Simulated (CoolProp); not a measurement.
Vapour-liquid equilibrium of R1234ze(E) (1) + R227EA (2) at 0.00594 bar; x and y are mole fractions of (1).

Computed with CoolProp (multi-fluid Helmholtz-energy mixture model, Thol 2016 and Lemmon 2016; pair parameters Bell 2023).

### Question
Give the bubble temperature and the first vapour's composition at x = 0.5, 0.725, 0.875. Is there an azeotrope?

### Answer
x = 0.5: 178.6 K, y = 0.558; x = 0.725: 178.1 K, y = 0.762; x = 0.875: 177.9 K, y = 0.892. No azeotrope shows between x = 0.05 and 0.95.

Pair parameters are fitted to limited data, so mixtures are less certain than the pure fluids.
